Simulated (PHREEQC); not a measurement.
Model water analysis in mmol/kgw, 20 °C, pH 6.98, pe 10.3:

```csv
constituent,mmol/kgw
Na,0.00786
K,0.00139
Ca,0.00706
Mg,0.00207
Cl,0.0125
S(6),0.00389
Alkalinity (meq/kgw),0.00642
Li,9.83e-05
Br,3.94e-06
```

Valence states are taken as typed.

All values are PHREEQC results (ion-association model, wateq4f.dat), not measurements.

No solid was allowed to form.

Problem. Predict the charge-balance error.

Solution. charge-balance error 1.7 %.

Problem. In which forms is C present?

Solution. HCO3- 80 %, CO2 20 % of the C.
